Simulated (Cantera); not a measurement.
Cantera run:

```python
import numpy as np
import cantera as ct

gas_names = """
    Mg MgO MgS Mg2 O O2 O3 S SO SO2 SO3 S2 S2O S8
""".split()
cond_names = """
    Mg(cr) Mg(L) MgO(s) MgO(L) MgS(s) MgSO4(s) MgSO4(L) S(cr1) S(cr2) S(L)
""".split()


# ... load() reads the species with a 1 bar reference pressure and builds the phases ...
atoms = {
    'MgO': {'Mg': 1, 'O': 1},
    'SO2': {'S': 1, 'O': 2},
    'O2': {'O': 2},
}
top_T = {'MgS(s)': 2250}  # K; cautious upper limits of use, not melting points


# ... equilibrate(T, P, feed) seeds the gas with the atoms and calls Mixture.equilibrate('TP', solver="vcs", rtol=1e-11, max_steps=5000) ...
results = []
feed = {'MgO': 1, 'SO2': 1.5, 'O2': 0.36}  # mol
P = 100000  # Pa
for T in [625, 675, 725, 775, 825, 875, 925, 975, 1025, 1075, 1125, 1175, 1225, 1275]:
    mix = equilibrate(T, P, feed)
    results.append((T, P, feed, dict(zip(mix.species_names, mix.species_moles))))
    x = sorted(zip(gas.X, gas.species_names), reverse=True)
    print(f"T = {T:g} K  P = {P:g} Pa  gas = {mix.phase_moles(0):.4g} mol")
    print("   x: " + "  ".join(f"{s} {v:.3e}" for v, s in x if v > 0.001))
    print("   condensed (mol): " + ("  ".join(f"{mix.phase(i).name} {mix.phase_moles(i):.4g}"
          for i in range(1, mix.n_phases) if mix.phase_moles(i) > 1e-12) or "none"))
```

It prints:

```
T = 625 K  P = 100000 Pa  gas = 0.3781 mol
   x: SO2 9.518e-01  S8 4.571e-02  S2 1.788e-03
   condensed (mol): MgSO4(s) 1
T = 675 K  P = 100000 Pa  gas = 0.3798 mol
   x: SO2 9.469e-01  S8 4.388e-02  S2 7.421e-03  S2O 1.806e-03
   condensed (mol): MgSO4(s) 1
T = 725 K  P = 100000 Pa  gas = 0.3851 mol
   x: SO2 9.327e-01  S8 3.851e-02  S2 2.459e-02  S2O 4.187e-03
   condensed (mol): MgSO4(s) 1
T = 775 K  P = 100000 Pa  gas = 0.3979 mol
   x: SO2 9.007e-01  S2 6.495e-02  S8 2.621e-02  S2O 8.163e-03
   condensed (mol): MgSO4(s) 1
T = 825 K  P = 100000 Pa  gas = 0.4181 mol
   x: SO2 8.547e-01  S2 1.244e-01  S2O 1.247e-02  S8 8.408e-03
   condensed (mol): MgSO4(s) 1
T = 875 K  P = 100000 Pa  gas = 0.747 mol
   x: SO2 9.908e-01  S2 7.573e-03  S2O 1.592e-03
   condensed (mol): MgO(s) 0.2538  MgSO4(s) 0.7462
T = 925 K  P = 100000 Pa  gas = 0.7798 mol
   x: SO2 1.000e+00
   condensed (mol): MgO(s) 0.2799  MgSO4(s) 0.7201
T = 975 K  P = 100000 Pa  gas = 0.78 mol
   x: SO2 1.000e+00
   condensed (mol): MgO(s) 0.28  MgSO4(s) 0.72
T = 1025 K  P = 100000 Pa  gas = 0.78 mol
   x: SO2 1.000e+00
   condensed (mol): MgO(s) 0.28  MgSO4(s) 0.72
T = 1075 K  P = 100000 Pa  gas = 0.78 mol
   x: SO2 9.999e-01
   condensed (mol): MgO(s) 0.28  MgSO4(s) 0.72
T = 1125 K  P = 100000 Pa  gas = 0.7802 mol
   x: SO2 9.998e-01
   condensed (mol): MgO(s) 0.2802  MgSO4(s) 0.7198
T = 1175 K  P = 100000 Pa  gas = 0.7806 mol
   x: SO2 9.993e-01
   condensed (mol): MgO(s) 0.2806  MgSO4(s) 0.7194
T = 1225 K  P = 100000 Pa  gas = 0.782 mol
   x: SO2 9.977e-01  SO3 2.202e-03
   condensed (mol): MgO(s) 0.2819  MgSO4(s) 0.7181
T = 1275 K  P = 100000 Pa  gas = 0.7893 mol
   x: SO2 9.919e-01  SO3 6.234e-03  O2 1.868e-03
   condensed (mol): MgO(s) 0.2879  MgSO4(s) 0.7121
```

These are equilibrium values from Cantera (NASA tables, ideal gas, pure condensed phases), not measurements of a reactor. Mutual solubility and eutectic melting of coexisting phases are not modelled. Gases not in the tables: S3 to S7.
